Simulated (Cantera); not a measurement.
Feed: 1 mol B2H6, 5 mol H2O, 12 mol N2, at 950 K and 0.100 bar.

Cantera equilibrium calculation (NASA polynomials, part measured and part estimated; ideal gas, pure solids and liquids). Candidate condensed phases: B, BN, B2O3, B3O3H3, H2O; 39 gas species. The feed counts by its element totals alone. Gases not in the tables: H3BO3. Rates play no part.

Base state: N2 0.600, H2 0.300, H2O 0.0995, (HBO2)3 0.000360, NH3 1.05e-5 (mole fractions); condensed: B2O3(l).

Task: What changes in the equilibrium state with this change: temperature from 950 K to 1723.15 K?

Result: 
```
species         before     after
------------  --------  --------
N2               0.600     0.571
H2               0.300     0.285
HBO2           8.65e-6    0.0799
H2O             0.0995    0.0556
B2O3             <1e-9   0.00724
HBO              <1e-9  0.000744
H                <1e-9  0.000308
BO               <1e-9   1.57e-5
(HBO2)3       0.000360   6.06e-6
B2O3(l), mol     0.989         0
```
